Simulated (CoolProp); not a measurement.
Model: reference Helmholtz-energy equation of state, Lemmon 2006, in CoolProp. It is a short technical equation, of lower accuracy than the large ones.

Task: For R141b, give the phase and the Z, Joule-Thomson coefficient (K/MPa), isothermal compressibility (1/MPa), expansivity (1/kK) at 500 K and 168 bar.

Result: 
- 500 K and 168 bar: supercritical; Z 0.551, Joule-Thomson coefficient 0.399, isothermal compressibility 0.0118, expansivity 2.97
